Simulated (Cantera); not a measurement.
Adiabatic ignition

An adiabatic, constant-pressure homogeneous reactor starts with H2 : O2 : N2 = 1 : 1.25 : 13.8 (molar parts), equivalence ratio 0.40, at 1350 K and 72000 Pa.

Detailed kinetics in Cantera: the H2/O2 subset of GRI-Mech 3.0, which has no nitrogen chemistry.

```json
[
 {"t (s)": "1.00e-6", "T (K)": "1350", "x H2": "0.0623", "x O2": "0.0779", "x H": "2.84e-9", "x O": "2.29e-10", "x H2O": "9.34e-11", "x H2O2": "1.31e-12", "x OH": "2.04e-10"},
 {"t (s)": "2.61e-6", "T (K)": "1350", "x H2": "0.0623", "x O2": "0.0779", "x H": "7.70e-9", "x O": "1.29e-9", "x H2O": "1.29e-9", "x H2O2": "8.88e-12", "x OH": "1.03e-9"},
 {"t (s)": "6.81e-6", "T (K)": "1350", "x H2": "0.0623", "x O2": "0.0779", "x H": "2.91e-8", "x O": "7.42e-9", "x H2O": "1.70e-8", "x H2O2": "5.93e-11", "x OH": "5.41e-9"},
 {"t (s)": "1.78e-5", "T (K)": "1350", "x H2": "0.0623", "x O2": "0.0779", "x H": "3.21e-7", "x O": "9.35e-8", "x H2O": "3.77e-7", "x H2O2": "4.12e-10", "x OH": "6.63e-8"},
 {"t (s)": "4.64e-5", "T (K)": "1350", "x H2": "0.0621", "x O2": "0.0778", "x H": "9.49e-5", "x O": "2.80e-5", "x H2O": "0.000129", "x H2O2": "2.28e-8", "x OH": "2.00e-5"},
 {"t (s)": "0.000121", "T (K)": "1511", "x H2": "0.00541", "x O2": "0.0473", "x H": "0.0152", "x O": "0.0108", "x H2O": "0.0478", "x H2O2": "8.01e-7", "x OH": "0.00432"},
 {"t (s)": "0.000316", "T (K)": "1686", "x H2": "0.00275", "x O2": "0.0467", "x H": "0.00394", "x O": "0.00492", "x H2O": "0.0570", "x H2O2": "2.89e-7", "x OH": "0.00417"},
 {"t (s)": "0.000825", "T (K)": "1764", "x H2": "0.000847", "x O2": "0.0473", "x H": "0.000581", "x O": "0.00144", "x H2O": "0.0617", "x H2O2": "1.16e-7", "x OH": "0.00261"},
 {"t (s)": "0.00215", "T (K)": "1788", "x H2": "0.000179", "x O2": "0.0478", "x H": "5.41e-5", "x O": "0.000300", "x H2O": "0.0634", "x H2O2": "4.29e-8", "x OH": "0.00125"},
 {"t (s)": "0.00562", "T (K)": "1793", "x H2": "4.15e-5", "x O2": "0.0481", "x H": "6.05e-6", "x O": "6.99e-5", "x H2O": "0.0639", "x H2O2": "1.67e-8", "x OH": "0.000612"},
 {"t (s)": "0.0147", "T (K)": "1795", "x H2": "1.92e-5", "x O2": "0.0481", "x H": "1.93e-6", "x O": "3.26e-5", "x H2O": "0.0641", "x H2O2": "1.08e-8", "x OH": "0.000419"},
 {"t (s)": "0.0383", "T (K)": "1795", "x H2": "1.78e-5", "x O2": "0.0481", "x H": "1.72e-6", "x O": "3.01e-5", "x H2O": "0.0641", "x H2O2": "1.04e-8", "x OH": "0.000403"},
 {"t (s)": "0.100", "T (K)": "1795", "x H2": "1.78e-5", "x O2": "0.0481", "x H": "1.72e-6", "x O": "3.01e-5", "x H2O": "0.0641", "x H2O2": "1.04e-8", "x OH": "0.000403"}
]
```
x: mole fraction; the columns are a selection and need not sum to one.

| Item | Result |
|---|---|
| time of steepest temperature rise | 82.7 µs |
| temperature at 0.100 s | 1795 K |
| equilibrium temperature | 1795 K |
| x(H2) at 0.100 s | 1.78e-5 (gas-phase equilibrium 1.78e-5) |
| x(O2) at 0.100 s | 0.0481 (gas-phase equilibrium 0.0481) |
| x(H) at 0.100 s | 1.72e-6 (gas-phase equilibrium 1.72e-6) |
